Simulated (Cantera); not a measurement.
Feed: 1 mol BN, 5.5 mol O2, 0.49 mol H2, equilibrated at 1.00 bar.

Method: chemical equilibrium by Gibbs-energy minimisation in Cantera with the NASA 1993 tables (ideal gas, pure condensed phases). Candidate condensed phases: B, BN, B2O3, B3O3H3, H2O; 39 gas species. Gases not in the tables: H3BO3. Kinetics and transport are ignored.

x: gas mole fraction; n: condensed amount in mol.

```csv
T (K),x O2,x N2,x H2O,x HBO2,x B2O3,x NO,n B2O3(l)
1548,0.815,0.0900,0.0832,0.0106,5.61e-5,0.00102,0.470
1598,0.813,0.0896,0.0805,0.0155,0.000141,0.00127,0.456
1648,0.810,0.0892,0.0769,0.0220,0.000336,0.00156,0.436
1698,0.805,0.0886,0.0723,?,?,?,0.410
1748,0.800,0.0878,0.0666,0.0404,0.00163,0.00226,0.376
1798,0.793,0.0869,?,?,?,?,?
1848,0.784,0.0857,0.0524,0.0653,0.00656,0.00311,0.271
```

### Question
Fill in the missing entries.

### Answer

- 1698, x HBO2: 0.0303
- 1698, x B2O3: 0.000758
- 1698, x NO: 0.00189
- 1798, x H2O: 0.0599
- 1798, x HBO2: 0.0522
- 1798, x B2O3: 0.00333
- 1798, x NO: 0.00266
- 1798, n B2O3(l): 0.331
